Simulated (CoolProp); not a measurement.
Saturation properties of methane.

Model: reference Helmholtz-energy equation of state, Setzmann 1991, in CoolProp.

| T (K) | p (MPa) | vapour density (kg/m³) | surface tension (mN/m) |
|---|---|---|---|
| 127.8 | 0.3211 | 5.273 | 9.82 |
| 134 | 0.4636 | 7.448 | 8.66 |
| 140.3 | 0.6512 | 10.30 | 7.51 |
| 146.6 | 0.8886 | 13.96 | 6.38 |
| 152.8 | 1.178 | 18.52 | 5.30 |
| 159.1 | 1.535 | 24.41 | 4.24 |
| 165.3 | 1.957 | 31.85 | 3.24 |
| 171.6 | 2.466 | 41.78 | 2.28 |
| 177.8 | 3.053 | 55.22 | 1.40 |
| 184.1 | 3.752 | 76.25 | 0.592 |

It boils at 111.7 K under 1 atm.

Surface tension comes from a separate correlation (Mulero 2012).
